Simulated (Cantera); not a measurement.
Mixture: 6.65 % CH₃OH, 19.5 % O₂, 73.8 % N₂, equivalence ratio 0.51, at 101000 Pa, adiabatic and at constant pressure. Ignition delay is the time to a rise of 400 K.

Model: GRI-Mech 3.0 (53 species, 325 reactions), integrated in Cantera. GRI-Mech 3.0 was tuned for natural gas; its chemistry of methanol as a main component is partial and can be far from experiment.

Question: Predict: delay at 1248 K; delay at 1348 K; delay at 1448 K; delay at 1548 K; delay at 1648 K; delay at 1748 K; delay at 1848 K; apparent activation energy between 1648 and 1848 K.

Answer: 
| Quantity | Value |
|---|---|
| delay at 1248 K | 5.23 ms |
| delay at 1348 K | 1.37 ms |
| delay at 1448 K | 0.464 ms |
| delay at 1548 K | 0.192 ms |
| delay at 1648 K | 91.6 µs |
| delay at 1748 K | 48.8 µs |
| delay at 1848 K | 32.4 µs |
| apparent activation energy between 1648 and 1848 K | 130 kJ/mol |
